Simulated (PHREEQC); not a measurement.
Solution (92 °C): 0.14 mol/kgw MnSO4 and 0.0025 mol/kgw Al2(SO4)3. Closed to the air; pH follows from the charge balance.

Model: ion-association model, wateq4f.dat, run in PHREEQC.

This is a speciation only: nothing precipitates in the calculation.

### Question
What pH does the model give?

### Answer
pH 3.95.

### Question
In which forms is Al present?

### Answer
AlSO4+ 52 %, Al(SO4)2- 27 %, Al(OH)2+ 9.3 %, AlOH+2 6.9 %, Al+3 4.5 % of the Al.

Saturation is exceeded, for instance for Boehmite (slow to form), Gibbsite (slow to form); the values hold only as long as no solid forms. At this temperature some constants are extrapolated from 25 °C, and those without enthalpy data are left unchanged.
